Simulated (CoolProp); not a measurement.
Aqueous ammonia as a coolant, 21 % by mass, freezing at -39.7 °C, 1 atm.

Computed with CoolProp (Melinder's fits for secondary coolants).

```csv
T (°C),conductivity (W/(m K)),cp (kJ/(kg K)),viscosity (mPa s),Prandtl number
-29.5,0.389,4.289,___,83.5
-22.4,0.401,___,5.31,56.5
-15.3,0.414,4.256,3.90,40.1
-8.2,0.426,4.244,2.97,29.6
-1,___,___,___,___
6.1,0.451,4.226,1.88,17.6
13.2,0.463,___,1.53,14.0
20.3,0.475,4.213,1.27,11.2
```

**Question.** Complete the blanks.

**Answer.** 
- -29.5, viscosity (mPa s): 7.57
- -22.4, cp (kJ/(kg K)): 4.271
- -1, conductivity (W/(m K)): 0.439
- -1, cp (kJ/(kg K)): 4.234
- -1, viscosity (mPa s): 2.33
- -1, Prandtl number: 22.5
- 13.2, cp (kJ/(kg K)): 4.219
